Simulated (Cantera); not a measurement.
**Equilibrium for calcination and drying: MgSO4 + C + H2O + CO2**

Feed: 1 mol MgSO4, 0.016 mol C, 0.031 mol H2O, 8.6 mol CO2, at 577 °C and 0.170 bar.

These are equilibrium values from Cantera (NASA tables, ideal gas, pure condensed phases), not measurements of a reactor. Candidate condensed phases: C, C6H6, C7H8, C8H18, H2O, H2SO4, Mg, MgCO3, MgO, Mg(OH)2, MgS, MgSO4, S; 130 gas species. Rates play no part.

| Item | Result |
|---|---|
| x(CO2) | 0.993 |
| x(SO2) | 0.00369 |
| x(H2O) | 0.00357 |
| n(MgO(s)) | 0.0320 mol |
| n(MgSO4(s)) | 0.968 mol |
| gas amount | 8.679 mol |
| log10 activity of MgCO3(s) (absent) | -2.55 |
| log10 activity of S(l) (absent) | -9.84 |
| log10 activity of C(graphite) (absent) | -13.44 |
